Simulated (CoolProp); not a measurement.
The numbers come from the reference Helmholtz-energy equation of state, de Reuck 1993 in CoolProp.

**Question.** For methanol, give the phase and the expansivity (1/kK), fugacity coefficient at -5.35 °C and 389 kPa; 22.85 °C and 389 kPa; 65.35 °C and 389 kPa.

**Answer.** 
- -5.35 °C and 389 kPa: liquid; expansivity 1.15, fugacity coefficient 0.00739
- 22.85 °C and 389 kPa: liquid; expansivity 1.19, fugacity coefficient 0.0387
- 65.35 °C and 389 kPa: liquid; expansivity 1.34, fugacity coefficient 0.260
